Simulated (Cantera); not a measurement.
An isothermal plug-flow reactor at 725 K and 0.650 bar (inlet), inlet velocity 3.3 m/s, active area per volume 1600 1/m; feed 2.47 % CO, 12.9 % O2, 84.7 % N2.

Detailed kinetics in Cantera: Deutschmann's 1995 Pt surface mechanism with GRI-Mech 3.0 gas chemistry. Catalytic surfaces can have several steady states; this one follows from the mechanism file's or the stated starting coverage. Mass transfer to the wall is taken as infinitely fast.

One state of this run: x CO = 0.0239; x O2 = 0.128; x H2O = <1e-12; x CO2 = 0.000811; θ free Pt = 0.0628; θ O* = 0.0142; θ CO* = 0.923. x: gas mole fraction; θ: surface coverage.

Q: Which value of z (m) does it belong to?
A. 0.00088
B. 0.00019
C. 0.0019
D. 0.0041

A: B, 0.00019
